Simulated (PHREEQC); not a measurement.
Make-up at 25 °C: 0.0015 mol Cu(BF4)2, 0.032 mol HNO3 and 0.13 mol KCl per kg of water. Closed to the air; pH follows from the charge balance.

Equilibrium calculation in PHREEQC: ion-association model, wateq4f.dat.

Each row changes one thing in this solution. This is a speciation only: nothing precipitates in the calculation.

```
case                                 pH  HF (mol/kgw)  Cu+2 (mol/kgw)  H3BO3 (mol/kgw)  F- (mol/kgw)  CuCl+ (mol/kgw)  SI of CuF2:2H2O (CuF2:2H2O)  SI of Tenorite (CuO)
---------------------------------  ----  ------------  --------------  ---------------  ------------  ---------------  ---------------------------  --------------------
as made                            1.60       0.00474         0.00133          0.00122      0.000182         0.000160                        -6.55                 -7.75
temperature from 25 to 85 °C       1.63        0.0100        0.000655          0.00252      0.000130         0.000799                        -6.79                 -6.18
0.0028 mol/kgw KHCO3 added         1.64       0.00466         0.00133          0.00120      0.000197         0.000160                        -6.49                 -7.67
diluted 2-fold with water          1.89       0.00341        0.000697         0.000902      0.000233          5.12e-5                        -6.47                 -7.37
temperature from 25 to 70 °C       1.62       0.00865        0.000841          0.00217      0.000149         0.000626                        -6.63                 -6.48
HNO3 from 0.032 to 0.048 mol/kgw   1.43       0.00507         0.00134       (withheld)      0.000131         0.000156                   (withheld)                 -8.12
HNO3 from 0.032 to 0.0064 mol/kgw  2.31       0.00346         0.00132         0.000972      0.000656         0.000167                        -5.41                 -6.33
diluted 100-fold with water        3.45       4.03e-5         1.49e-5          3.00e-5       7.96e-5          4.36e-8                        -8.59                 -5.62
0.011 mol/kgw Na2CO3 added         2.12       0.00376         0.00133       (withheld)      0.000473         0.000160                        -5.72                 -6.72
```

### Question
Fill in the missing entries.

### Answer

- HNO3 from 0.032 to 0.048 mol/kgw, H3BO3 (mol/kgw): 0.00130
- HNO3 from 0.032 to 0.048 mol/kgw, SI of CuF2:2H2O (CuF2:2H2O): -6.86
- 0.011 mol/kgw Na2CO3 added, H3BO3 (mol/kgw): 0.00101

Constants without temperature data keep their 25 °C values here. Real BF4- forms and hydrolyses slowly; the run takes it at equilibrium.
